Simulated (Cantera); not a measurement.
A closed system holds: 1 mol Ta2O5, 2.1 mol CH4, 0.56 mol CO, at 1573 K and 0.00130 bar.

Method: chemical equilibrium by Gibbs-energy minimisation in Cantera with the NASA 1993 tables (ideal gas, pure condensed phases). Candidate condensed phases: C, C6H6, C7H8, C8H18, H2O, Ta, TaC, Ta2O5; 113 gas species. Mutual solubility and eutectic melting of coexisting phases are not modelled. TaC: taken at fixed stoichiometry. Condensed phases not in the tables: Ta2C. Equilibrium is a limit: real reactors are often held back by kinetics, nucleation or transport.

Base state: H2 0.670, CO 0.329, H 0.000923, H2O 0.000436, CO2 7.40e-5 (mole fractions); condensed: TaC(s) + Ta2O5(s).

What changes in the equilibrium state with this change: Ta2O5 replaced by SiO2?


```json
[
 {"species": "H2", "before": "0.670", "after": "0.621"},
 {"species": "CO", "before": "0.329", "after": "0.312"},
 {"species": "SiO", "before": "0", "after": "0.0665"},
 {"species": "H2O", "before": "0.000436", "after": "2.36e-6"},
 {"species": "CO2", "before": "7.40e-5", "after": "4.10e-7"},
 {"species": "H", "before": "0.000923", "after": "0.000888"},
 {"species": "TaC(s), mol", "before": "0.601", "after": "0"},
 {"species": "Ta2O5(s), mol", "before": "0.700", "after": "0"},
 {"species": "SiC(s), mol", "before": "0", "after": "0.550"}
]
```
Further candidate phases: Si, SiC, SiO2.
